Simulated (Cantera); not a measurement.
Mixture: CH₃OH : O₂ : N₂ : H₂O = 1 : 2.31 : 15 : 5 (molar parts), equivalence ratio 0.65, at 73000 Pa, adiabatic and at constant pressure. Ignition delay is the time to a rise of 400 K.

Detailed kinetics in Cantera: GRI-Mech 3.0 (53 species, 325 reactions). GRI-Mech 3.0 was tuned for natural gas; its chemistry of methanol as a main component is partial and can be far from experiment.

Task: Predict: delay at 1048 K; delay at 1148 K; delay at 1248 K; delay at 1348 K; delay at 1448 K; apparent activation energy between 1348 and 1448 K.

Result: 
| Property | Value |
|---|---|
| delay at 1048 K | 0.200 s |
| delay at 1148 K | 27.2 ms |
| delay at 1248 K | 5.31 ms |
| delay at 1348 K | 1.43 ms |
| delay at 1448 K | 0.526 ms |
| apparent activation energy between 1348 and 1448 K | 160 kJ/mol |
